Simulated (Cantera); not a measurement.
An isothermal, constant-pressure homogeneous reactor starts with C₂H₆ : N₂ = 1 : 17 (molar parts), at 1250 K and 36.8 Torr. Integrator tolerance rtol = 1e-08.

Cantera simulation using GRI-Mech 3.0 (53 species, 325 reactions); the numbers are that mechanism's predictions, not measurements. GRI-Mech 3.0 stops at C3 and has no aromatics, soot or wall deposition, so with more carbon than oxygen in the feed, carbon stays in small species such as C2H2 where larger ones or solid carbon would form. Radical loss at walls, strong at low pressure, is not modelled.

### Question
What does this change do: N2 17 to 32 parts?

### Answer
| quantity | before | after |
|---|---|---|
| x(C₂H₆) at 6.00 s | 2.70e-6 (gas-phase equilibrium 2.22e-7) | 8.59e-7 (gas-phase equilibrium 3.49e-8) |
| x(H₂) at 6.00 s | 0.0755 (gas-phase equilibrium 0.0932) | 0.0437 (gas-phase equilibrium 0.0550) |
| x(H) at 6.00 s | 6.30e-7 (gas-phase equilibrium 6.71e-7) | 4.24e-7 (gas-phase equilibrium 5.16e-7) |
| x(CH₃) at 6.00 s | 1.74e-6 (gas-phase equilibrium 6.23e-7) | 1.04e-6 (gas-phase equilibrium 2.47e-7) |
| x(HCN) at 6.00 s | 3.26e-9 (gas-phase equilibrium 0.0512) | 6.90e-9 (gas-phase equilibrium 0.0358) |
| x(CH₂) at 6.00 s | 8.10e-12 (gas-phase equilibrium 2.50e-12) | 5.60e-12 (gas-phase equilibrium 1.29e-12) |

### Question
What does this change do: N2 17 to 2 parts?

### Answer
| quantity | before | after |
|---|---|---|
| x(C₂H₆) at 6.00 s | 2.70e-6 (gas-phase equilibrium 2.22e-7) | 5.12e-5 (gas-phase equilibrium 1.51e-5) |
| x(H₂) at 6.00 s | 0.0755 (gas-phase equilibrium 0.0932) | 0.311 (gas-phase equilibrium 0.318) |
| x(H) at 6.00 s | 6.30e-7 (gas-phase equilibrium 6.71e-7) | 2.06e-6 (gas-phase equilibrium 1.24e-6) |
| x(CH₃) at 6.00 s | 1.74e-6 (gas-phase equilibrium 6.23e-7) | 7.28e-6 (gas-phase equilibrium 5.14e-6) |
| x(HCN) at 6.00 s | 3.26e-9 (gas-phase equilibrium 0.0512) | 2.32e-10 (gas-phase equilibrium 0.0848) |
| x(CH₂) at 6.00 s | 8.10e-12 (gas-phase equilibrium 2.50e-12) | 2.69e-11 (gas-phase equilibrium 1.12e-11) |

### Question
What does this change do: N2 17 to 59 parts?

### Answer
| quantity | before | after |
|---|---|---|
| x(C₂H₆) at 6.00 s | 2.70e-6 (gas-phase equilibrium 2.22e-7) | 3.04e-7 (gas-phase equilibrium 4.79e-9) |
| x(H₂) at 6.00 s | 0.0755 (gas-phase equilibrium 0.0932) | 0.0251 (gas-phase equilibrium 0.0317) |
| x(H) at 6.00 s | 6.30e-7 (gas-phase equilibrium 6.71e-7) | 3.10e-7 (gas-phase equilibrium 3.91e-7) |
| x(CH₃) at 6.00 s | 1.74e-6 (gas-phase equilibrium 6.23e-7) | 6.63e-7 (gas-phase equilibrium 9.16e-8) |
| x(HCN) at 6.00 s | 3.26e-9 (gas-phase equilibrium 0.0512) | 1.38e-8 (gas-phase equilibrium 0.0236) |
| x(CH₂) at 6.00 s | 8.10e-12 (gas-phase equilibrium 2.50e-12) | 4.55e-12 (gas-phase equilibrium <1e-12) |
